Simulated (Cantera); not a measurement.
An isothermal, constant-pressure homogeneous reactor starts with CH4 : O2 : N2 = 0.016 : 0.0059 : 1 (molar parts), at 1250 K and 500000 Pa. Integrator tolerance rtol = 1e-08.

Detailed kinetics in Cantera: GRI-Mech 3.0 (53 species, 325 reactions). GRI-Mech 3.0 stops at C3 and has no aromatics, soot or wall deposition, so with more carbon than oxygen in the feed, carbon stays in small species such as C2H2 where larger ones or solid carbon would form.

Question: What does this change do: temperature 1250 to 1050 K?

Answer: 
| quantity | before | after |
|---|---|---|
| x(CH4) at 20.0 s | 0.00849 (gas-phase equilibrium 0.00214) | 0.0111 (gas-phase equilibrium 0.00398) |
| x(O2) at 20.0 s | 4.48e-8 (gas-phase equilibrium <1e-12) | 0.00148 (gas-phase equilibrium <1e-12) |
| x(CH2CO) at 20.0 s | 4.59e-8 (gas-phase equilibrium 1.62e-9) | 3.83e-5 (gas-phase equilibrium 2.20e-10) |
| x(C2H) at 20.0 s | <1e-12 (gas-phase equilibrium <1e-12) | <1e-12 (gas-phase equilibrium <1e-12) |
| x(NO2) at 20.0 s | <1e-12 (gas-phase equilibrium <1e-12) | 4.45e-12 (gas-phase equilibrium <1e-12) |
| x(H2) at 20.0 s | 0.00672 (gas-phase equilibrium 0.0255) | 0.00267 (gas-phase equilibrium 0.0228) |
| x(CH2) at 20.0 s | <1e-12 (gas-phase equilibrium <1e-12) | 1.39e-12 (gas-phase equilibrium <1e-12) |

Question: What does this change do: N2 1 to 0.5 parts?

Answer: 
```tsv
quantity	before	after
x(CH4) at 20.0 s	0.00849 (gas-phase equilibrium 0.00214)	0.0169 (gas-phase equilibrium 0.00572)
x(O2) at 20.0 s	4.48e-8 (gas-phase equilibrium <1e-12)	1.51e-10 (gas-phase equilibrium <1e-12)
x(CH2CO) at 20.0 s	4.59e-8 (gas-phase equilibrium 1.62e-9)	8.80e-8 (gas-phase equilibrium 4.56e-9)
x(C2H) at 20.0 s	<1e-12 (gas-phase equilibrium <1e-12)	<1e-12 (gas-phase equilibrium <1e-12)
x(NO2) at 20.0 s	<1e-12 (gas-phase equilibrium <1e-12)	<1e-12 (gas-phase equilibrium <1e-12)
x(H2) at 20.0 s	0.00672 (gas-phase equilibrium 0.0255)	0.0124 (gas-phase equilibrium 0.0467)
x(CH2) at 20.0 s	<1e-12 (gas-phase equilibrium <1e-12)	<1e-12 (gas-phase equilibrium <1e-12)
```

Question: What does this change do: O2 0.0059 to 0.039 parts?

Answer: 
| quantity | before | after |
|---|---|---|
| x(CH4) at 20.0 s | 0.00849 (gas-phase equilibrium 0.00214) | <1e-12 (gas-phase equilibrium <1e-12) |
| x(O2) at 20.0 s | 4.48e-8 (gas-phase equilibrium <1e-12) | 0.00663 (gas-phase equilibrium 0.00661) |
| x(CH2CO) at 20.0 s | 4.59e-8 (gas-phase equilibrium 1.62e-9) | <1e-12 (gas-phase equilibrium <1e-12) |
| x(C2H) at 20.0 s | <1e-12 (gas-phase equilibrium <1e-12) | <1e-12 (gas-phase equilibrium <1e-12) |
| x(NO2) at 20.0 s | <1e-12 (gas-phase equilibrium <1e-12) | 4.49e-10 (gas-phase equilibrium 2.93e-7) |
| x(H2) at 20.0 s | 0.00672 (gas-phase equilibrium 0.0255) | 5.78e-9 (gas-phase equilibrium 5.79e-9) |
| x(CH2) at 20.0 s | <1e-12 (gas-phase equilibrium <1e-12) | <1e-12 (gas-phase equilibrium <1e-12) |
The temperature is held fixed by assumption; the heat of reaction is taken as removed at once.
